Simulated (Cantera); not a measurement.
Input (Python, Cantera):

```python
import numpy as np
import cantera as ct

gas = ct.Solution("gri30.yaml")
gas.TPX = 800, 95000, {'CH4': 1, 'CO': 0.095, 'O2': 3.2, 'N2': 12}
inlet = ct.Reservoir(gas, clone=True)
gas.equilibrate("HP")  # start burning
reactor = ct.IdealGasConstPressureReactor(gas, energy="on", clone=False)
exhaust = ct.Reservoir(gas, clone=True)
tau = [0.2, 0.065, 0.022, 0.0072, 0.0024, 0.0008, 0.00027, 8.8e-05, 2.9e-05, 9.8e-06, 3.3e-06][0]
for a, b in ((inlet, reactor), (reactor, exhaust)):
    ct.MassFlowController(a, b, mdot=lambda t: reactor.mass / tau)
net = ct.ReactorNet([reactor])
show = ['CH4', 'CO', 'O2', 'HO2', 'NO', 'CO2', 'NO2']

rows = []
print(f"{'tau/s':>10s}{'T/K':>9s}" + "".join(f"{s:>11s}" for s in show))
for tau in [0.2, 0.065, 0.022, 0.0072, 0.0024, 0.0008, 0.00027, 8.8e-05, 2.9e-05, 9.8e-06, 3.3e-06]:
    net.initial_time = 0.0
    net.advance(30 * tau)
    before = gas.X
    net.advance(40 * tau)
    drift = np.max(np.abs(gas.X - before) / (gas.X + 1e-9))
    rows.append([gas.T, *gas[show].X, drift])
    print(f"{tau:10.3e}{gas.T:9.1f}" + "".join(f"{x:11.3e}" for x in gas[show].X))
```

It prints:

```
     tau/s      T/K        CH4         CO         O2        HO2         NO        CO2        NO2
 2.000e-01   2122.9  1.543e-06  1.049e-03  6.980e-02  2.194e-06  1.355e-03  6.622e-02  1.071e-06
 6.500e-02   2120.0  4.216e-06  1.315e-03  7.021e-02  2.283e-06  6.015e-04  6.593e-02  4.678e-07
 2.200e-02   2109.9  9.994e-06  1.957e-03  7.048e-02  2.537e-06  2.942e-04  6.523e-02  2.166e-07
 7.200e-03   2086.4  2.193e-05  3.383e-03  7.088e-02  3.354e-06  1.540e-04  6.367e-02  9.836e-08
 2.400e-03   2044.7  4.628e-05  5.894e-03  7.167e-02  5.341e-06  8.057e-05  6.092e-02  4.171e-08
 8.000e-04   1980.6  1.029e-04  9.733e-03  7.319e-02  9.330e-06  4.139e-05  5.669e-02  1.744e-08
 2.700e-04   1894.8  2.567e-04  1.530e-02  7.610e-02  1.651e-05  2.187e-05  5.051e-02  8.067e-09
 8.800e-05   1781.3  8.686e-04  2.533e-02  8.328e-02  3.360e-05  9.476e-06  3.923e-02  3.607e-09
 2.900e-05    800.0  6.137e-02  5.830e-03  1.964e-01  1.620e-13  2.415e-19  1.070e-13  1.511e-20
 9.800e-06    800.0  6.137e-02  5.830e-03  1.964e-01  5.450e-14 -1.330e-24  3.542e-14 -8.317e-26
 3.300e-06    800.0  6.137e-02  5.830e-03  1.964e-01  1.830e-14  1.944e-29  1.185e-14  1.209e-30
```

Computed with Cantera and GRI-Mech 3.0 (53 species, 325 reactions).
